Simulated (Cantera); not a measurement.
Charge: 1 mol CH3Cl, 3.4 mol H2, held at 10.0 mbar.

These are equilibrium values from Cantera (NASA tables, ideal gas, pure condensed phases), not measurements of a reactor. Candidate condensed phases: C, C6H6, C7H8, C8H18; 91 gas species. The numbers say what is thermodynamically allowed, not how fast it happens. All values below are at 2348 K.

Base state: H2 0.717, HCl 0.158, H 0.105, Cl 0.0165, C2H2 (acetylene) 0.00392, C2H 2.91e-5 (mole fractions); condensed: C(graphite).

What changes in the equilibrium state with this change: pressure from 10.0 mbar to 2.20 Pa?


```tsv
species	before	after
H	0.105	0.802
H2	0.717	0.0927
Cl	0.0165	0.0881
HCl	0.158	0.0142
C	1.80e-6	0.000817
C3	3.99e-6	0.00181
C2	3.57e-7	0.000162
C2H2 (acetylene)	0.00392	0.000506
C(graphite), mol	0.954	0.921
```
